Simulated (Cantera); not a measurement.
Charge: 1 mol SiH₂Cl₂, 0.23 mol C₂H₂, 24 mol H₂, at 875 °C and 0.00640 bar.

Cantera equilibrium calculation (NASA polynomials, part measured and part estimated; ideal gas, pure solids and liquids). Candidate condensed phases: C, C₆H₆, C₇H₈, C₈H₁₈, Si, SiC; 109 gas species. Mutual solubility and eutectic melting of coexisting phases are not modelled. The tables' values for SiCl₃ are old estimates; treat these amounts as uncertain. The numbers say what is thermodynamically allowed, not how fast it happens.

Base state: H₂ 0.941, HCl 0.0490, SiCl₂ 0.00561, SiCl₄ 0.00249, SiCl₃ 0.00112, SiHCl₃ 0.000959, SiH₂Cl₂ 4.63e-5 (mole fractions); condensed: Si(s) + SiC(s).

Problem. What changes in the equilibrium state with this change: temperature from 875 °C to 2127 °C?

Solution. 
```json
[
 {"species": "H₂", "before": "0.941", "after": "0.729"},
 {"species": "H", "before": "8.71e-7", "after": "0.170"},
 {"species": "HCl", "before": "0.0490", "after": "0.0559"},
 {"species": "Si", "before": "<1e-9", "after": "0.0260"},
 {"species": "C₂H₂ (acetylene)", "before": "<1e-9", "after": "0.00360"},
 {"species": "SiC₂", "before": "<1e-9", "after": "0.00353"},
 {"species": "Si(s), mol", "before": "0.273", "after": "0"},
 {"species": "SiC(s), mol", "before": "0.460", "after": "0"}
]
```
The tables' values for SiCl are old estimates; treat these amounts as uncertain. Gases not in the tables: Si₂H₆ and higher silanes.

Problem. What changes in the equilibrium state with this change: temperature from 875 °C to 652 °C?

Solution. 
```tsv
species	before	after
H₂	0.941	0.970
SiCl₄	0.00249	0.0131
HCl	0.0490	0.0127
SiCl₂	0.00561	0.000241
SiCl₃	0.00112	0.000282
SiHCl₃	0.000959	0.00363
SiH₂Cl₂	4.63e-5	9.87e-5
Si(s), mol	0.273	0.0925
SiC(s), mol	0.460	0.460
```
